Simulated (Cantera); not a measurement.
A closed system holds: 1 mol CH₃SiH₃, 1.8 mol H₂, at 0.00150 bar.

Method: chemical equilibrium by Gibbs-energy minimisation in Cantera with the NASA 1993 tables (ideal gas, pure condensed phases). Candidate condensed phases: C, C₆H₆, C₇H₈, C₈H₁₈, Si, SiC; 87 gas species. The feed counts by its element totals alone. Gases not in the tables: Si₂H₆ and higher silanes. Kinetics and transport are ignored.

x: gas mole fraction; n: condensed amount in mol.

```tsv
T (°C)	x H₂	x H	x Si	x SiC₂	x Si₂C	x C₂H₂ (acetylene)	x SiH	n SiC(s)	n C(graphite)
850	1.000	1.10e-6	4.29e-11	<1e-12	<1e-12	<1e-12	4.22e-11	1.00	0
950	1.000	___	___	<1e-12	<1e-12	<1e-12	___	1.00	0
1050	1.000	4.09e-5	2.50e-8	<1e-12	7.76e-12	5.11e-11	7.11e-9	1.00	0
1150	1.000	0.000171	1.38e-7	<1e-12	1.11e-10	5.24e-9	2.40e-8	1.000	0
1250	0.999	0.000597	7.07e-7	2.75e-11	1.29e-9	2.17e-7	8.00e-8	1.000	0
1350	0.998	0.00178	4.59e-6	1.41e-9	1.70e-8	2.32e-6	3.56e-7	1.000	0
1450	0.995	0.00470	2.72e-5	3.99e-8	1.88e-7	1.45e-5	1.51e-6	1.000	0
1550	0.989	0.0111	0.000135	7.65e-7	1.62e-6	7.11e-5	5.55e-6	0.999	0
1650	0.975	___	___	___	___	___	___	0.997	0
1750	0.949	0.0478	0.00226	0.000104	6.83e-5	0.000848	5.49e-5	0.987	0.00292
1850	0.900	0.0879	0.00954	0.000676	0.000425	0.00149	0.000181	0.943	0.0330
1950	0.807	0.149	0.0353	0.00369	0.00224	0.00234	0.000519	0.761	0.161
2050	0.629	0.223	0.116	0.0173	0.0100	0.00305	0.00125	0	0.672
```

### Question
Some entries are withheld; supply them.

### Answer

- 950, x H: 7.76e-6
- 950, x Si: 2.15e-9
- 950, x SiH: 1.08e-9
- 1650, x H: 0.0240
- 1650, x Si: 0.000565
- 1650, x SiC₂: 1.07e-5
- 1650, x Si₂C: 1.10e-5
- 1650, x C₂H₂ (acetylene): 0.000293
- 1650, x SiH: 1.77e-5
